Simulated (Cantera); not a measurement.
An adiabatic, constant-volume homogeneous reactor starts with CH4 : O2 : N2 = 1 : 3.03 : 13.6 (molar parts), equivalence ratio 0.66, at 1675 K and 5.00 bar. Integrator tolerance rtol = 1e-08.

Computed with Cantera and GRI-Mech 3.0 (53 species, 325 reactions).

**Question.** What does this change do: 0.75 parts CO2 added?

**Answer.** 
| quantity | before | after |
|---|---|---|
| time of steepest temperature rise | 69.3 µs | 73.3 µs |
| temperature at 5.00 s | 2825 K | 2750 K |
| equilibrium temperature | 2825 K | 2750 K |
| x(CH4) at 5.00 s | <1e-12 (gas-phase equilibrium <1e-12) | <1e-12 (gas-phase equilibrium <1e-12) |
| x(O2) at 5.00 s | 0.0505 (gas-phase equilibrium 0.0505) | 0.0514 (gas-phase equilibrium 0.0514) |
| x(H) at 5.00 s | 0.00186 (gas-phase equilibrium 0.00186) | 0.00124 (gas-phase equilibrium 0.00124) |
| x(N2O) at 5.00 s | 2.93e-6 (gas-phase equilibrium 2.93e-6) | 2.51e-6 (gas-phase equilibrium 2.51e-6) |
| x(HCN) at 5.00 s | 3.88e-10 (gas-phase equilibrium 3.88e-10) | 3.10e-10 (gas-phase equilibrium 3.10e-10) |

**Question.** What does this change do: constant pressure in place of constant volume?

**Answer.** 
```csv
quantity,before,after
time of steepest temperature rise,69.3 µs,73.2 µs
temperature at 5.00 s,2825 K,2655 K
equilibrium temperature,2825 K,2655 K
x(CH4) at 5.00 s,<1e-12 (gas-phase equilibrium <1e-12),<1e-12 (gas-phase equilibrium <1e-12)
x(O2) at 5.00 s,0.0505 (gas-phase equilibrium 0.0505),0.0516 (gas-phase equilibrium 0.0516)
x(H) at 5.00 s,0.00186 (gas-phase equilibrium 0.00186),0.00107 (gas-phase equilibrium 0.00107)
x(N2O) at 5.00 s,2.93e-6 (gas-phase equilibrium 2.93e-6),1.77e-6 (gas-phase equilibrium 1.77e-6)
x(HCN) at 5.00 s,3.88e-10 (gas-phase equilibrium 3.88e-10),8.18e-11 (gas-phase equilibrium 8.18e-11)
```
